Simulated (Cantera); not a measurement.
Feed: 1 mol SiC, 2.4 mol CO2, 150 mol H2, equilibrated at 700 °C and 1.00 bar.

Method: chemical equilibrium by Gibbs-energy minimisation in Cantera with the NASA 1993 tables (ideal gas, pure condensed phases). Candidate condensed phases: C, C6H6, C7H8, C8H18, H2O, Si, SiC, SiO2; 123 gas species. Kinetics and transport are ignored.

Base state: H2 0.962, CH4 0.0190, H2O 0.0148, CO 0.00394, CO2 9.79e-5 (mole fractions); condensed: SiO2(β-quartz).

Question: What changes in the equilibrium state with this change: CO2 from 2.4 to 0.05 mol?

Answer: 
| species | before | after |
|---|---|---|
| H2 | 0.962 | 0.999 |
| CH4 | 0.0190 | 0.000667 |
| H2O | 0.0148 | 2.03e-9 |
| CO | 0.00394 | <1e-9 |
| CO2 | 9.79e-5 | <1e-9 |
| SiO2(β-quartz), mol | 1.00 | 0.0500 |
| SiC(s), mol | 0 | 0.950 |
